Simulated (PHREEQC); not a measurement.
Consider water at 20 °C with 0.0045 mol HF, 0.026 mol (CH3)4NF and 2.8e-05 mol H4SiO4 per kg of water. It is in equilibrium with CO2 at log p = 0 (atm). Otherwise closed; pH follows from the charge balance.

Computed with PHREEQC (ion-association model, wateq4f.dat).

Each row changes one thing in this solution. This is a speciation only: nothing precipitates in the calculation.

```csv
case,pH,ionic strength (mol/kgw),F- (mol/kgw),HF (mol/kgw),HF2- (mol/kgw),HCO3- (mol/kgw)
as made,3.88,0.0262,0.0256,0.00392,0.000371,0.000143
temperature from 20 to 65 °C,4.24,0.0261,[?],0.00401,0.000450,0.000155
(CH3)4NF from 0.026 to 0.039 mol/kgw,4.05,0.0391,0.0383,0.00386,0.000548,[?]
(CH3)4NF from 0.026 to 0.0286 mol/kgw,3.92,[?],0.0281,0.00391,0.000407,0.000157
diluted 100-fold with water,3.89,0.000391,0.000260,4.46e-5,4.27e-8,0.000130
H4SiO4 left out,3.87,0.0261,0.0256,0.00401,[?],0.000140
(CH3)4NF replaced by NaBF4 at the same molality,[?],0.0282,0.00261,0.00571,5.52e-5,9.98e-6
```

Some entries are withheld; supply them.


- temperature from 20 to 65 °C, F- (mol/kgw): 0.0254
- (CH3)4NF from 0.026 to 0.039 mol/kgw, HCO3- (mol/kgw): 0.000215
- (CH3)4NF from 0.026 to 0.0286 mol/kgw, ionic strength (mol/kgw): 0.0288
- H4SiO4 left out, HF2- (mol/kgw): 0.000380
- (CH3)4NF replaced by NaBF4 at the same molality, pH: 2.72

Away from 25 °C the constants follow the database's enthalpies or fits; those with neither stay at their 25 °C values. SiF6-2 is the database's only silicon fluoride. Real BF4- forms and hydrolyses slowly; the run takes it at equilibrium.
